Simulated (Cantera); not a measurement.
Charge: 1 mol Fe₃O₄, 52 mol H₂, 6.4 mol H₂O, equilibrated at 2075 K and 8.90 bar.

Cantera equilibrium calculation (NASA polynomials, part measured and part estimated; ideal gas, pure solids and liquids). Candidate condensed phases: Fe, FeO, Fe(OH)₂, Fe(OH)₃, Fe₂O₃, Fe₃O₄, H₂O; 12 gas species. The numbers say what is thermodynamically allowed, not how fast it happens.

Base state: H₂ 0.821, H₂O 0.178, H 0.000809, Fe 9.21e-5, Fe(OH)₂ 4.43e-5, OH 2.00e-5 (mole fractions); condensed: Fe(l).

Task: What changes in the equilibrium state with this change: Fe₃O₄ replaced by Cu₂O?

Result: 
```
species       before     after
----------  --------  --------
H₂             0.821     0.872
H₂O            0.178     0.127
Cu                 0  0.000946
Fe           9.21e-5         0
Fe(OH)₂      4.43e-5         0
OH           2.00e-5   1.38e-5
H           0.000809  0.000834
Fe(l), mol      2.99         0
Cu(l), mol         0      1.94
```
Further candidate phases: Cu, CuO, Cu(OH)₂, Cu₂O.

Task: What changes in the equilibrium state with this change: pressure from 8.90 bar to 0.000660 bar?

Result: 
| species | before | after |
|---|---|---|
| H₂ | 0.821 | 0.705 |
| H₂O | 0.178 | 0.159 |
| H | 0.000809 | 0.0870 |
| Fe | 9.21e-5 | 0.0464 |
| O₂ | 1.31e-9 | 1.92e-5 |
| O | 1.41e-8 | 0.000199 |
| FeO | 4.73e-7 | 0.000248 |
| OH | 2.00e-5 | 0.00224 |
| Fe(l), mol | 2.99 | 0 |
